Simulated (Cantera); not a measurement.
What does this Cantera script print?

```python
import numpy as np
import cantera as ct

surf = ct.Interface("ptcombust.yaml", "Pt_surf")
gas = surf.adjacent["gas"]
gas.TPX = 300, 30000, {'CH4': 0.024, 'O2': 0.17, 'N2': 0.79}
jet = ct.ImpingingJet(gas=gas, width=0.064, surface=surf)
jet.inlet.mdot, jet.inlet.T, jet.inlet.X = 0.045, 300, {'CH4': 0.024, 'O2': 0.17, 'N2': 0.79}
jet.set_refine_criteria(ratio=10, slope=0.2, curve=0.3)
show, cover = ['CH4', 'O2', 'H2O', 'OH', 'CO', 'CO2'], ["PT(S)", "H(S)", "O(S)", "OH(S)", "CO(S)", "C(S)"]

rows = []
print(f"{'Ts/K':>7s}" + "".join(f"{s:>11s}" for s in show + cover) + "   (gas at the wall, coverages)")
for i, Ts in enumerate([900, 950, 1000, 1050, 1100, 1150, 1200]):
    jet.surface.T = Ts
    if i == 0:
        surf.TP = Ts, 30000
        surf.coverages = "PT(S):0.5, O(S):0.5"
        surf.advance_coverages(1.0)
        jet.set_initial_guess(products="inlet")
    jet.solve(loglevel=0, auto=(i == 0))
    rows.append([*(jet.X[gas.species_index(s), -1] for s in show), *surf[cover].coverages])
    print(f"{Ts:7g}" + "".join(f"{x:11.3e}" for x in rows[-1]))
```

Output:

```
   Ts/K        CH4         O2        H2O         OH         CO        CO2      PT(S)       H(S)       O(S)      OH(S)      CO(S)       C(S)   (gas at the wall, coverages)
    900  1.321e-02  1.489e-01  2.088e-02  2.166e-08  4.108e-06  1.372e-02  1.321e-01  6.625e-08  8.661e-01  1.777e-03  7.289e-06  2.592e-08
    950  8.620e-03  1.391e-01  2.932e-02  6.475e-08  3.682e-06  1.932e-02  1.872e-01  1.825e-07  8.108e-01  1.980e-03  5.270e-06  2.521e-08
   1000  5.609e-03  1.328e-01  3.480e-02  1.735e-07  3.202e-06  2.296e-02  2.466e-01  4.051e-07  7.514e-01  1.983e-03  3.499e-06  2.186e-08
   1050  3.792e-03  1.290e-01  3.803e-02  4.134e-07  2.844e-06  2.510e-02  3.079e-01  7.802e-07  6.902e-01  1.878e-03  2.296e-06  1.826e-08
   1100  2.288e-03  1.263e-01  4.044e-02  9.649e-07  4.951e-06  2.646e-02  3.696e-01  1.374e-06  6.286e-01  1.738e-03  1.544e-06  1.297e-08
   1150  1.379e-03  1.244e-01  4.218e-02  1.918e-06  6.287e-06  2.753e-02  4.304e-01  2.257e-06  5.680e-01  1.582e-03  1.075e-06  8.914e-09
   1200  6.926e-04  1.229e-01  4.372e-02  3.574e-06  7.610e-06  2.838e-02  4.895e-01  3.521e-06  5.091e-01  1.428e-03  7.592e-07  4.998e-09
```

Model: Deutschmann's 1995 Pt surface mechanism with GRI-Mech 3.0 gas chemistry, integrated in Cantera. Catalytic surfaces can have several steady states; this one follows from the mechanism file's or the stated starting coverage.
